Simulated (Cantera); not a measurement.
Input: 1 mol CS₂, 0.2 mol H₂O, 0.21 mol N₂, at 39.0 bar.

Equilibrium computed with Cantera from the NASA thermochemical tables; the gas is ideal and each condensed phase is pure. Candidate condensed phases: C, C₆H₆, C₇H₈, C₈H₁₈, H₂O, H₂SO₄, S; 150 gas species. The ideal-gas law is rough above about 30 bar. Gases not in the tables: S₃ to S₇. Equilibrium is a limit: real reactors are often held back by kinetics, nucleation or transport.

**Question.** What share of the C ends up in condensed phases as a function of T (K), at 950, 1050, 1150, 1250, 1350, 1450, 1550, 1650?

**Answer.** 
```json
[
 {"T (K)": "950", "C condensed (%)": "14.5", "as": "C(graphite)"},
 {"T (K)": "1050", "C condensed (%)": "8.2", "as": "C(graphite)"},
 {"T (K)": "1150", "C condensed (%)": "7.5", "as": "C(graphite)"},
 {"T (K)": "1250", "C condensed (%)": "6.6", "as": "C(graphite)"},
 {"T (K)": "1350", "C condensed (%)": "5.8", "as": "C(graphite)"},
 {"T (K)": "1450", "C condensed (%)": "5.3", "as": "C(graphite)"},
 {"T (K)": "1550", "C condensed (%)": "4.9", "as": "C(graphite)"},
 {"T (K)": "1650", "C condensed (%)": "4.7", "as": "C(graphite)"}
]
```
